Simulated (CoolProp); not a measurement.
A simple Rankine cycle with carbonyl sulfide: condensing at 296.15 K, boiler at 2.77 MPa, turbine inlet 482.8 K, turbine efficiency 0.85, pump efficiency 0.6, no recuperator. Each further row changes one setting.

Values from CoolProp's reference Helmholtz-energy equation of state, Lemmon 2006. It is a short technical equation, of lower accuracy than the large ones.

```json
[
 {"case": "as stated", "thermal efficiency (%)": "9.8", "net work (kJ/kg)": "38.0", "heat in (kJ/kg)": "390", "turbine exit temperature (K)": "___", "volume ratio over the turbine": "2.04"},
 {"case": "turbine inlet 502.8 K", "thermal efficiency (%)": "9.8", "net work (kJ/kg)": "40.1", "heat in (kJ/kg)": "408", "turbine exit temperature (K)": "___", "volume ratio over the turbine": "2.04"},
 {"case": "condensing temperature 288.15 K", "thermal efficiency (%)": "11.8", "net work (kJ/kg)": "47.1", "heat in (kJ/kg)": "___", "turbine exit temperature (K)": "408.9", "volume ratio over the turbine": "2.43"},
 {"case": "boiler pressure 1.94 MPa", "thermal efficiency (%)": "___", "net work (kJ/kg)": "23.0", "heat in (kJ/kg)": "396", "turbine exit temperature (K)": "___", "volume ratio over the turbine": "___"},
 {"case": "turbine efficiency 0.75", "thermal efficiency (%)": "___", "net work (kJ/kg)": "33.3", "heat in (kJ/kg)": "390", "turbine exit temperature (K)": "428.5", "volume ratio over the turbine": "___"}
]
```

Question: Fill in the missing entries.

Answer: 
- as stated, turbine exit temperature (K): 422.7
- turbine inlet 502.8 K, turbine exit temperature (K): 441.4
- condensing temperature 288.15 K, heat in (kJ/kg): 401
- boiler pressure 1.94 MPa, thermal efficiency (%): 5.8
- boiler pressure 1.94 MPa, turbine exit temperature (K): 448.6
- boiler pressure 1.94 MPa, volume ratio over the turbine: 1.49
- turbine efficiency 0.75, thermal efficiency (%): 8.5
- turbine efficiency 0.75, volume ratio over the turbine: 2.07
